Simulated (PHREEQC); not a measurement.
Dissolve 0.067 mol KHCO3, 0.79 mol Na2CO3 and 0.00039 mol KCl per kg of water at 25 °C. Closed to the air; pH follows from the charge balance.

Equilibrium calculation in PHREEQC: ion-association model, wateq4f.dat.

| quantity | before | after |
|---|---|---|
| pH | 10.25 | 9.95 |
| ionic strength (mol/kgw) | 1.20 | 1.26 |
| Na+ (mol/kgw) | 0.956 | 0.947 |
| NaCO3- (mol/kgw) | 0.614 | 0.612 |
| CO3-2 (mol/kgw) | 0.176 | 0.178 |
| SI of Natron (Na2CO3:10H2O) | -0.66 | -0.67 |
| SI of Nahcolite (NaHCO3) | -1.05 | -0.75 |

Problem. What was changed between the two runs?
(A) temperature from 25 to 40 °C
(B) KHCO3 from 0.067 to 0.134 mol/kgw
(C) KHCO3 from 0.067 to 0.0335 mol/kgw
(D) diluted 5-fold with water
(E) KCl from 0.00039 to 7.8e-05 mol/kgw

Solution. B, KHCO3 from 0.067 to 0.134 mol/kgw

This is a speciation only: nothing precipitates in the calculation. The ionic strength passes 0.7 mol/kgw, the rough limit of the ion-association models, in every such run.
